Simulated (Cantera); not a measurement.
A perfectly stirred reactor is fed with CH4 : H2 = 1 : 1.3 (molar parts), at 0.0168 atm; it is held at 1998 K, and followed from long to short residence time.

Model: GRI-Mech 3.0 (53 species, 325 reactions), integrated in Cantera. GRI-Mech 3.0 stops at C3 and has no aromatics, soot or wall deposition, so with more carbon than oxygen in the feed, carbon stays in small species such as C2H2 where larger ones or solid carbon would form. Radical loss at walls, strong at low pressure, is not modelled.

One state of this run: x CH4 = 0.0102; x H2 = 0.835; x CH3 = 0.00152; x C2H4 = 6.21e-5; x C2H2 = 0.147; x C2H = 2.07e-5. x: mole fraction; the columns are a selection and need not sum to one.

Q: Which value of τ (s) does it belong to?
(A) 0.0031
(B) 0.76
(C) 1.9
(D) 0.30

A: B, 0.76
